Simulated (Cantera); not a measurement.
Feed: 1 mol Cu2O, 5.2 mol CH4, 0.013 mol CO, equilibrated at 873.15 K and 2.10 bar.

Equilibrium computed with Cantera from the NASA thermochemical tables; the gas is ideal and each condensed phase is pure. Candidate condensed phases: C, C6H6, C7H8, C8H18, Cu, CuO, Cu(OH)2, Cu2O, H2O; 113 gas species. Rates play no part.

Base state: H2 0.573, CH4 0.309, H2O 0.0917, CO 0.0180, CO2 0.00766 (mole fractions); condensed: C(graphite) + Cu(s).

**Question.** What changes in the equilibrium state with this change: temperature from 873.15 K to 2073.15 K?

**Answer.** 
| species | before | after |
|---|---|---|
| H2 | 0.573 | 0.904 |
| CO | 0.0180 | 0.0884 |
| Cu | <1e-9 | 0.00395 |
| CH4 | 0.309 | 0.000604 |
| H2O | 0.0917 | 1.49e-5 |
| H | <1e-9 | 0.00173 |
| C2H2 (acetylene) | <1e-9 | 0.00111 |
| C(graphite), mol | 2.50 | 4.17 |
| Cu(s), mol | 2.00 | 0 |
| Cu(l), mol | 0 | 1.95 |
